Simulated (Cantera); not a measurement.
A perfectly stirred reactor is fed with 19.2 % N₂O, 0.0673 % H₂, 80.7 % N₂, at 0.132 atm; it is held at 1475 K, and followed from long to short residence time.

Model: GRI-Mech 3.0 (53 species, 325 reactions), integrated in Cantera. GRI-Mech 3.0 was tuned for natural gas; its chemistry of N2O as a main component is partial and can be far from experiment. The temperature is held fixed by assumption; the heat of reaction is taken as removed at once.

x: mole fraction; the columns are a selection and need not sum to one.

```
τ (s)      x N₂O  x H₂      x O₂      x H      x NO   x N₂
-------  -------  ----  --------  -------  --------  -----
15       0.00283   ___    0.0745  1.06e-7    0.0231  0.899
2.7       0.0125   ___    0.0668  2.13e-7    0.0297  0.890
0.47      0.0508   ___    0.0508  2.63e-7    0.0267  0.871
0.081      0.128   ___    0.0226  2.92e-7    0.0124  0.836
0.014      0.177   ___   0.00535  5.52e-7   0.00293  0.814
0.0025     0.189   ___  0.000973  1.21e-6  0.000535  0.809
0.00043    0.192   ___  0.000133  1.03e-6   8.10e-5  0.807
```

Q: What belongs in the gaps?

A: 
- 15, x H₂: 3.90e-7
- 2.7, x H₂: 1.36e-6
- 0.47, x H₂: 6.02e-6
- 0.081, x H₂: 2.91e-5
- 0.014, x H₂: 0.000121
- 0.0025, x H₂: 0.000360
- 0.00043, x H₂: 0.000619
